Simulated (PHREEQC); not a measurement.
Solution (50 °C): 4.1 mmol/kgw Cu(BF4)2 and 16 mmol/kgw NaCl. Closed to the air; pH follows from the charge balance.

Equilibrium calculation in PHREEQC: ion-association model, wateq4f.dat.

Task: The ionic strength comes out as 0.0287 mol/kgw. What activity coefficients do H+, Cu+2, BF(OH)3-, CuF+, Na+ get?

Result: H+ 0.87, Cu+2 0.54, BF(OH)3- 0.83, CuF+ 0.85, Na+ 0.85.

Precipitation was switched off in this run. At this temperature some constants are extrapolated from 25 °C, and those without enthalpy data are left unchanged. Real BF4- forms and hydrolyses slowly; the run takes it at equilibrium.
